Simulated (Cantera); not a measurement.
What does this Cantera script print?

```python
import numpy as np
import cantera as ct

gas_names = """
    B BCL BCL2 BCL3 BH BH2 BH3 BN B2 CL CL2 H HCL H2 N NH NH2 NH3 N2 N2H2 N2H4
""".split()
cond_names = """
    B(b) B(L) BN(s) NH4CL(a) NH4CL(b)
""".split()


# ... load() reads the species with a 1 bar reference pressure and builds the phases ...
atoms = {
    'BN': {'B': 1, 'N': 1},
    'HCl': {'H': 1, 'CL': 1},
    'N2': {'N': 2},
}
top_T = {'BN(s)': 3200}  # K; cautious upper limits of use, not melting points


# ... equilibrate(T, P, feed) seeds the gas with the atoms and calls Mixture.equilibrate('TP', solver="vcs", rtol=1e-11, max_steps=5000) ...
results = []
feed = {'BN': 1, 'HCl': 61, 'N2': 1.2}  # mol
P = 83  # Pa
for T in [1025, 1075, 1125, 1175, 1225, 1275, 1325, 1375, 1425, 1475, 1525]:
    mix = equilibrate(T, P, feed)
    results.append((T, P, feed, dict(zip(mix.species_names, mix.species_moles))))
    x = sorted(zip(gas.X, gas.species_names), reverse=True)
    print(f"T = {T:g} K  P = {P:g} Pa  gas = {mix.phase_moles(0):.4g} mol")
    print("   x: " + "  ".join(f"{s} {v:.3e}" for v, s in x if v > 1e-06))
    print("   condensed (mol): " + ("  ".join(f"{mix.phase(i).name} {mix.phase_moles(i):.4g}"
          for i in range(1, mix.n_phases) if mix.phase_moles(i) > 1e-12) or "none"))
```

It prints:

```
T = 1025 K  P = 83 Pa  gas = 62.2 mol
   x: HCL 9.561e-01  N2 2.339e-02  H2 1.229e-02  BCL3 8.194e-03  CL 1.202e-06
   condensed (mol): BN(s) 0.4904
T = 1075 K  P = 83 Pa  gas = 62.2 mol
   x: HCL 9.486e-01  N2 2.464e-02  H2 1.605e-02  BCL3 1.070e-02  CL 3.448e-06
   condensed (mol): BN(s) 0.3347
T = 1125 K  P = 83 Pa  gas = 62.2 mol
   x: HCL 9.400e-01  N2 2.608e-02  H2 2.037e-02  BCL3 1.358e-02  CL 9.020e-06
   condensed (mol): BN(s) 0.1554
T = 1175 K  P = 83 Pa  gas = 62.2 mol
   x: HCL 9.324e-01  N2 2.733e-02  H2 2.413e-02  BCL3 1.608e-02  CL 2.232e-05
   condensed (mol): none
T = 1225 K  P = 83 Pa  gas = 62.2 mol
   x: HCL 9.324e-01  N2 2.733e-02  H2 2.414e-02  BCL3 1.607e-02  CL 5.589e-05  BCL2 2.558e-06  H 1.681e-06
   condensed (mol): none
T = 1275 K  P = 83 Pa  gas = 62.2 mol
   x: HCL 9.323e-01  N2 2.733e-02  H2 2.417e-02  BCL3 1.607e-02  CL 1.303e-04  BCL2 6.107e-06  H 3.978e-06
   condensed (mol): none
T = 1325 K  P = 83 Pa  gas = 62.21 mol
   x: HCL 9.321e-01  N2 2.733e-02  H2 2.424e-02  BCL3 1.606e-02  CL 2.848e-04  BCL2 1.365e-05  H 8.838e-06
   condensed (mol): none
T = 1375 K  P = 83 Pa  gas = 62.22 mol
   x: HCL 9.316e-01  N2 2.732e-02  H2 2.438e-02  BCL3 1.604e-02  CL 5.878e-04  BCL2 2.876e-05  H 1.857e-05  BCL 2.853e-06
   condensed (mol): none
T = 1425 K  P = 83 Pa  gas = 62.24 mol
   x: HCL 9.308e-01  N2 2.731e-02  H2 2.462e-02  BCL3 1.600e-02  CL 1.150e-03  BCL2 5.755e-05  H 3.715e-05  BCL 8.429e-06
   condensed (mol): none
T = 1475 K  P = 83 Pa  gas = 62.27 mol
   x: HCL 9.294e-01  N2 2.730e-02  H2 2.505e-02  BCL3 1.592e-02  CL 2.142e-03  BCL2 1.100e-04  H 7.125e-05  BCL 2.327e-05  CL2 1.571e-06
   condensed (mol): none
T = 1525 K  P = 83 Pa  gas = 62.33 mol
   x: HCL 9.270e-01  N2 2.727e-02  H2 2.574e-02  BCL3 1.578e-02  CL 3.805e-03  BCL2 2.019e-04  H 1.317e-04  BCL 6.056e-05  CL2 2.529e-06
   condensed (mol): none
```

Method: chemical equilibrium by Gibbs-energy minimisation in Cantera with the NASA 1993 tables (ideal gas, pure condensed phases). The tables' values for BCl2, BCl are old estimates; treat these amounts as uncertain. Gases not in the tables: BHCl2.
